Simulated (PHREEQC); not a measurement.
**Alkaline etch or developer: an equilibrium model**

Dissolve 18 mmol/kgw NH3, 0.21 mmol/kgw Na2SiO3 and 1 mmol/kgw Na2CO3 at 25 °C. Closed to the air; pH follows from the charge balance.

The numbers come from PHREEQC with the ion-association model, phreeqc.dat.

This is a speciation only: nothing precipitates in the calculation.

Q: Estimate the pH, ionic strength.

A: pH 10.89; ionic strength 0.00361 mol/kgw.

Q: In which forms is C present?

A: CO3-2 79 %, HCO3- 18 %, NaCO3- 2.7 % of the C.

Species that the database lacks are ignored.
